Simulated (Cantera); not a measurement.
# Thermodynamics of halide evaporation, hydrolysis and transport, feed FeCl3 + HCl + N2

Feed: 1 mol FeCl3, 0.022 mol HCl, 9.5 mol N2, equilibrated at 0.100 bar.

Method: chemical equilibrium by Gibbs-energy minimisation in Cantera with the NASA 1993 tables (ideal gas, pure condensed phases). Candidate condensed phases: Fe, FeCl2, FeCl3, NH4Cl; 18 gas species. The numbers say what is thermodynamically allowed, not how fast it happens.

| T (°C) | log p N2 | log p FeCl2 | log p Cl | log p FeCl3 | log p Cl2 |
|---|---|---|---|---|---|
| 1077 | -1.06 | -2.20 | -3.01 | -2.54 | -2.58 |
| 1127 | -1.06 | -2.16 | -2.83 | -2.65 | -2.57 |
| 1177 | -1.07 | -2.13 | -2.68 | -2.77 | -2.58 |
| 1227 | -1.07 | -2.11 | -2.54 | -2.89 | -2.62 |
| 1277 | -1.07 | -2.10 | -2.43 | -3.03 | -2.67 |
| 1327 | -1.07 | -2.09 | -2.33 | -3.17 | -2.75 |
| 1377 | -1.08 | -2.08 | -2.26 | -3.32 | -2.85 |
| 1427 | -1.08 | -2.07 | -2.20 | -3.48 | -2.97 |
| 1477 | -1.08 | -2.07 | -2.16 | -3.64 | -3.10 |
log p: log10 of the partial pressure in bar; nothing condenses.

From 1077 °C to 1477 °C nothing is condensed. The main Fe-bearing gas is FeCl2 throughout.
